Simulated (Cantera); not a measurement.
A perfectly stirred reactor is fed with 8.02 % CH4, 19.3 % O2, 72.7 % N2, at 1.68 atm; it is adiabatic with a 748 K inlet, and is followed from long to short residence time, starting on the burning branch (τ in s: 0.1, 0.056, 0.03, 0.016, 0.0088, 0.0047, 0.0026, 0.0014, 0.00074, 0.0004, 0.00022, 0.00012, 6.3e-05).

Cantera simulation using GRI-Mech 3.0 (53 species, 325 reactions); the numbers are that mechanism's predictions, not measurements.

### Question
Predict: blow-out, bracketed by the residence times tried; x(CH4) at τ = 0.100 s; x(O2) at τ = 0.100 s; x(NO) at τ = 0.100 s; x(H) at τ = 0.100 s; x(CH4) at τ = 2.60 ms; x(O2) at τ = 2.60 ms; x(C2H2) at τ = 2.60 ms; x(NO) at τ = 2.60 ms; x(H) at τ = 2.60 ms.

### Answer
```
Property                                                                          Result
------------------------------------------------  --------------------------------------
blow-out, bracketed by the residence times tried  burning at 63.0 µs, the shortest tried
x(CH4) at τ = 0.100 s                                                            1.10e-6
x(O2) at τ = 0.100 s                                                              0.0321
x(NO) at τ = 0.100 s                                                             0.00410
x(H) at τ = 0.100 s                                                             0.000369
x(CH4) at τ = 2.60 ms                                                            2.74e-5
x(O2) at τ = 2.60 ms                                                              0.0358
x(C2H2) at τ = 2.60 ms                                                           5.44e-9
x(NO) at τ = 2.60 ms                                                            0.000492
x(H) at τ = 2.60 ms                                                             0.000986
```
